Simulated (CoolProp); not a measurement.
Oxygen along the isotherm 103.2 K: Z from the reference equation and from simpler models built on Tc = 154.6 K, pc = 50.46 bar, ω = 0.022; each cubic takes its own stable root.

Model: reference Helmholtz-energy equation of state, Schmidt 1985, in CoolProp.

| p (bar) | phase | reference |
|---|---|---|
| 18 | liquid | 0.06226 |
| 36 | liquid | 0.1239 |
| 54.1 | liquid | 0.1853 |
| 72.1 | liquid | 0.2459 |
| 90.1 | liquid | 0.3059 |
| 108 | liquid | 0.3652 |
| 126 | liquid | 0.4243 |
| 144 | liquid | 0.4830 |
| 162 | liquid | 0.5414 |
| 180 | liquid | 0.5993 |
| 198 | liquid | 0.6569 |
| 216 | liquid | 0.7142 |
| 234 | liquid | 0.7711 |
| 252 | liquid | 0.8277 |

### Question
How far does each simpler model (van der Waals, Soave-Redlich-Kwong, Peng-Robinson) lie from the reference over these 14 states: mean and median of the absolute difference, and the worst?

### Answer
- van der Waals: mean 41.6 %, median 41.1 %, worst +45.3 % at 103.2 K and 18 bar
- Soave-Redlich-Kwong: mean 0.4 %, median 0.4 %, worst +0.7 % at 103.2 K and 18 bar
- Peng-Robinson: mean 11.3 %, median 11.3 %, worst -11.5 % at 103.2 K and 252 bar
